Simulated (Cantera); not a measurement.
A closed system holds: 1 mol Cu, 19 mol HF, 13 mol H₂, equilibrated at 1573 K.

Method: chemical equilibrium by Gibbs-energy minimisation in Cantera with the NASA 1993 tables (ideal gas, pure condensed phases). Candidate condensed phases: Cu, CuF₂; 15 gas species. Kinetics and transport are ignored.

Problem. Which condensed phases are stable at each of these points (P (Pa)): 1, 6.80, 46, 320, 2200, 15000, 100000?

Solution. 
| P (Pa) | condensed phases | Cu condensed (%) |
|---|---|---|
| 1 | gas only | 0.0 |
| 6.80 | gas only | 0.0 |
| 46 | gas only | 0.0 |
| 320 | Cu(l) | 71.6 |
| 2200 | Cu(l) | 95.5 |
| 15000 | Cu(l) | 99.2 |
| 100000 | Cu(l) | 99.8 |

From 0.00750 Torr to 0.345 Torr nothing is condensed. From 2.40 Torr to 750 Torr the condensed part is Cu(l).
